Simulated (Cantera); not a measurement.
A perfectly stirred reactor is fed with H2 : O2 : N2 = 1 : 0.357 : 1.34 (molar parts), equivalence ratio 1.4, at 5630 Torr; it is adiabatic with a 325 K inlet, and is followed from long to short residence time, starting on the burning branch (τ in s: 0.31, 0.093, 0.028, 0.0084, 0.0025, 0.00076, 0.00023, 6.8e-05, 2.1e-05).

Model: GRI-Mech 3.0 (53 species, 325 reactions), integrated in Cantera. The hydrogen kinetics of GRI-Mech 3.0 are dated; newer H2 mechanisms differ, most at raised pressure.

One state of this run: T (K) = 2316; x H2 = 0.122; x O2 = 6.64e-5; x NO2 = 8.49e-10; x HO2 = 5.89e-8; x H = 0.00210; x NO = 4.77e-5. x: mole fraction; the columns are a selection and need not sum to one.

Task: Which value of τ (s) does it belong to?
A. 2.1e-5
B. 0.093
C. 0.0084
D. 0.00076

Result: C, 0.0084
